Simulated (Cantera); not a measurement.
Charge: 1 mol Si2H6, 0.12 mol NO, 36 mol H2, held at 13.3 mbar.

Cantera equilibrium calculation (NASA polynomials, part measured and part estimated; ideal gas, pure solids and liquids). Candidate condensed phases: H2O, Si, SiO2, Si2N2O, Si3N4; 35 gas species. The feed counts by its element totals alone. Mutual solubility and eutectic melting of coexisting phases are not modelled. The tables hold silica as quartz up to 1696 K and as liquid above; real silica turns to tridymite and cristobalite and melts near 1996 K. The numbers say what is thermodynamically allowed, not how fast it happens. All values below are at 1300 K.

Base state: H2 0.999, SiO 0.000571 (mole fractions); condensed: Si(s) + SiO2(β-quartz) + Si2N2O(s).

**Question.** What changes in the equilibrium state with this change: Si2H6 replaced by SiCl4?

**Answer.** 
```tsv
species	before	after
H2	0.999	0.914
HCl	0	0.0693
SiCl2	0	0.0140
SiCl3	0	0.00130
SiCl4	0	0.000716
Si(s), mol	1.84	0.214
SiO2(β-quartz), mol	0.0189	0.0192
Si2N2O(s), mol	0.0600	0.0600
```
The tables' values for SiCl3 are old estimates; treat these amounts as uncertain. Further candidate phases: NH4Cl.

**Question.** What changes in the equilibrium state with this change: Si2H6 replaced by SiH2Cl2?

**Answer.** 
| species | before | after |
|---|---|---|
| H2 | 0.999 | 0.953 |
| HCl | 0 | 0.0415 |
| SiCl2 | 0 | 0.00483 |
| SiCl3 | 0 | 0.000263 |
| SiHCl3 | 0 | 8.90e-5 |
| SiCl4 | 0 | 8.52e-5 |
| SiH2Cl2 | 0 | 1.31e-5 |
| SiO | 0.000571 | 0.000571 |
| Si(s), mol | 1.84 | 0.638 |
| SiO2(β-quartz), mol | 0.0189 | 0.0191 |
| Si2N2O(s), mol | 0.0600 | 0.0600 |
The tables' values for SiCl3 are old estimates; treat these amounts as uncertain. Further candidate phases: NH4Cl.
